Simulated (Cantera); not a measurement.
Charge: 1 mol Fe3O4, 1.5 mol CH4, 0.83 mol H2, 11 mol CO, at 2073.15 K.

Method: chemical equilibrium by Gibbs-energy minimisation in Cantera with the NASA 1993 tables (ideal gas, pure condensed phases). Candidate condensed phases: C, C6H6, C7H8, C8H18, Fe, Fe(CO)5, FeO, Fe(OH)2, Fe(OH)3, Fe2O3, Fe3O4, H2O; 114 gas species. Each liquid is taken as pure. Mutual solubility and eutectic melting of coexisting phases are not modelled. The tables' stoichiometric FeO is somewhat more stable than real wüstite, so its field is too wide. FeO: taken at fixed stoichiometry. Rates play no part.

Task: What share of the Fe ends up in condensed phases as a function of P (Pa), at 10, 68, 460, 3200, 22000, 150000, 1000000?

Result: 
```
P (Pa)   Fe condensed (%)              as
-------  ----------------  --------------
10                    0.0               -
68                    0.0               -
460                   0.0               -
3200                 85.7  Fe(l) + FeO(l)
22000                98.0  Fe(l) + FeO(l)
150000               99.7  Fe(l) + FeO(l)
1000000              99.9  Fe(l) + FeO(l)
```
